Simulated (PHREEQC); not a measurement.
Make-up at 25 °C: 0.015 mol KHSO4 and 2.3e-05 mol K2SiO3 per kg of water. Closed to the air; pH follows from the charge balance.

The numbers come from PHREEQC with the Pitzer model, pitzer.dat.

Problem. The ionic strength comes out as 0.0356 mol/kgw. What activity coefficients do HSO4-, H+, SO4-2, K+ get?

Solution. HSO4- 0.84, H+ 0.82, SO4-2 0.48, K+ 0.83. Single-ion values are on the MacInnes scale.

This is a speciation only: nothing precipitates in the calculation.
